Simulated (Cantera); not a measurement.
A diamond (100) surface in a fixed gas of H2 with x(CH4) = 0.015, x(CH3) = 2.4e-05, at 1225 K, 0.0420 bar; coverages are run to steady state.

Computed with Cantera and the Harris–Goodwin 1993 mechanism for the reconstructed diamond (100) surface.

θ: site fractions in the mechanism's names (c6HH fully hydrogenated, c6H* and c6*H radical sites, c6** diradical, c6HM methylated).

```csv
x(H),growth (µm/h),θ c6HH,θ c6H*,θ c6*H,θ c6**,θ c6HM
0.0001,0.0122,0.626,0.0279,0.340,0.00495,0.000104
0.00021,0.0296,0.542,0.0338,0.413,0.0102,0.000138
0.00045,0.0583,0.486,0.0376,0.459,0.0173,0.000169
0.00097,0.0984,0.453,0.0396,0.483,0.0242,0.000190
0.0021,0.157,0.436,0.0405,0.494,0.0292,0.000199
0.0044,0.245,0.428,0.0409,0.499,0.0321,0.000191
0.0093,(withheld),0.424,0.0412,0.501,0.0337,(withheld)
0.02,(withheld),0.422,0.0413,0.502,0.0345,(withheld)
0.042,0.782,0.421,0.0416,0.502,0.0349,8.67e-5
```

Question: Some entries are withheld; supply them.

Answer: 
- 0.0093, growth (µm/h): 0.385
- 0.0093, θ c6HM: 0.000167
- 0.02, growth (µm/h): 0.579
- 0.02, θ c6HM: 0.000129
